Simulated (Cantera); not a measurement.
Input: 1 mol Cu2O, 1.1 mol CH4, 0.11 mol CO, at 2.80 bar.

Method: chemical equilibrium by Gibbs-energy minimisation in Cantera with the NASA 1993 tables (ideal gas, pure condensed phases). Candidate condensed phases: C, C6H6, C7H8, C8H18, Cu, CuO, Cu(OH)2, Cu2O, H2O; 113 gas species. Rates play no part.

Q: At 1448 K, list the 5 most abundant gas species with their mole fractions, and the condensed phases.

A: H2 0.659, CO 0.335, CH4 0.00406, H2O 0.00157, CO2 0.000336. Condensed: C(graphite) + Cu(l).
